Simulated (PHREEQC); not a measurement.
A PHREEQC input (ion-association model, wateq4f.dat):

```
SOLUTION 1
  temp 20
  units mg/L
  pH 6.52
  pe 11
  Na 0.0748
  K 0.0293
  Ca 0.0922
  Mg 0.0331
  Cl 0.178
  S(6) 0.0454 as SO4
  Alkalinity 0.346 as HCO3
  Li 9.55e-06
END
USE solution 8
EQUILIBRIUM_PHASES 1
  CO2(g) -2.5 10
END
```

It stops with these messages:

```
ERROR: Solution 8 not found.
```

The fault: USE names a solution that was never defined. The line should read `USE solution 1` where the input has `USE solution 8`. With the mend the run ends at pH 5.31 and ionic strength 2.05e-5 mol/kgw.
